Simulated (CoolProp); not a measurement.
Fluorine along the isobar 20 MPa: density (kg/m³) from the reference equation and from simpler models built on Tc = 144.4 K, pc = 5.240 MPa, ω = 0.045; each cubic takes its own stable root.

Computed with CoolProp (reference Helmholtz-energy equation of state, de Reuck 1990).

```csv
T (K),phase,reference
68.8,liquid,1642
101.8,liquid,1446
134.8,liquid,1214
167.9,supercritical,919.3
200.9,supercritical,619.0
233.9,supercritical,453.8
267,supercritical,365.0
300,supercritical,310.2
```

**Question.** How far does each simpler model (Redlich-Kwong, Soave-Redlich-Kwong) lie from the reference over these 8 states: mean and median of the absolute difference, and the worst?

**Answer.** 
- Redlich-Kwong: mean 1.7 %, median 1.5 %, worst -3.8 % at 167.9 K and 20 MPa
- Soave-Redlich-Kwong: mean 2.4 %, median 2.1 %, worst -4.9 % at 167.9 K and 20 MPa
